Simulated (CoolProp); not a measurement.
Vapour-liquid equilibrium of ethylene (1) + n-perfluorobutane (2) at 256.3 K; x and y are mole fractions of (1).

Computed with CoolProp (multi-fluid Helmholtz-energy mixture model, Smukala 2000 and Gao 2022; pair parameters Bell 2016).

```tsv
x	bubble pressure (kPa)	y at the bubble point	dew pressure at overall composition x (kPa)	liquid density (mol/L)
0.05	277.4	0.801	56.39	7.140
0.125	640.9	0.910	61.32	7.481
0.2	988.9	0.939	67.18	7.845
0.275	1282	0.951	74.25	8.232
0.35	1505	0.957	82.94	8.646
0.425	1662	0.960	93.91	9.090
0.5	1773	0.962	108.2	9.567
0.575	1859	0.964	127.6	10.08
0.65	1944	0.966	155.3	10.65
0.725	2043	0.969	198.6	11.27
0.8	2173	0.974	275.5	11.97
0.875	2342	0.981	450.3	12.76
0.95	2562	0.991	1266	13.70
```

No azeotrope shows between x = 0.05 and 0.95.

The pair parameters rest on a limited set of measurements; away from them the model extrapolates. The gap from Raoult's law changes sign with composition, which may be real or a fault of the pair parameters; it wasn't checked against measurements. With so large a gap from Raoult's law the liquid may split in two, which this calculation doesn't test in full.
